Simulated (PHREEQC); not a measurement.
Consider water at 25 °C and 100 atm with 11 mmol/kgw KH2PO4 and 12 mmol/kgw NaF. Closed to the air; pH follows from the charge balance.

Model: ion-association model, phreeqc.dat, run in PHREEQC.

Precipitation was switched off in this run.

Question: What pH, specific conductance does the model give?

Answer: pH 5.09; specific conductance 2190 µS/cm.

Question: In which forms is P present?

Answer: H2PO4- 99 %, HPO4-2 1.3 % of the P.

Complexes and solids missing from the database can't appear. Under pressure, the constants of complexes without a molar volume in the database are unreliable.
